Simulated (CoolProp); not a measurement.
A closed Brayton cycle with carbon dioxide: compressor inlet 331.15 K and 8.6 MPa, high pressure 19.9 MPa, turbine inlet 910 K, compressor efficiency 0.8, turbine efficiency 0.93, recuperator effectiveness 0.9 (on enthalpy, no pinch check). Each further row changes one setting.

Values from CoolProp's reference Helmholtz-energy equation of state, Span 1996.

```
case                           thermal efficiency (%)  net work (kJ/kg)  compressor to turbine work  compressor exit (K)  turbine exit (K)
-----------------------------  ----------------------  ----------------  --------------------------  -------------------  ----------------
as stated                                        34.1              81.3                        0.37                404.5             799.3
turbine inlet 860 K                              32.7              73.7                  (withheld)                404.5        (withheld)
compressor inlet 341.15 K                        33.1        (withheld)                  (withheld)                419.3             799.3
high pressure 16.9 MPa                     (withheld)              67.9                  (withheld)                389.8        (withheld)
recuperator effectiveness 0.5                    19.3              81.3                        0.37                404.5             799.3
```

Problem. Some entries are withheld; supply them.

Solution. 
- turbine inlet 860 K, compressor to turbine work: 0.39
- turbine inlet 860 K, turbine exit (K): 753.3
- compressor inlet 341.15 K, net work (kJ/kg): 76.0
- compressor inlet 341.15 K, compressor to turbine work: 0.41
- high pressure 16.9 MPa, thermal efficiency (%): 32.2
- high pressure 16.9 MPa, compressor to turbine work: 0.35
- high pressure 16.9 MPa, turbine exit (K): 820.3
